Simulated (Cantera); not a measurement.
Charge: 1 mol Si2Cl6, 0.052 mol Cl2, 230 mol N2, equilibrated at 1273.15 K and 260 Pa.

These are equilibrium values from Cantera (NASA tables, ideal gas, pure condensed phases), not measurements of a reactor. Candidate condensed phases: Si, Si3N4; 13 gas species. The feed counts by its element totals alone. N2 is the only nitrogen source here; it is nearly inert below about 1500 K, so the nitride shown seldom forms there in practice. The tables' values for SiCl3 are old estimates; treat these amounts as uncertain. Kinetics and transport are ignored.

### Question
What is the equilibrium state?

### Answer
```
Item                                  Result
--------------------------------  ----------
x(N2)                                  0.992
x(SiCl4)                             0.00430
x(SiCl2)                             0.00261
x(SiCl3)                             0.00131
x(Cl)                                8.32e-6
n(Si3N4(s))                       0.0322 mol
gas amount                         231.8 mol
log10 activity of Si(s) (absent)       -2.69
```
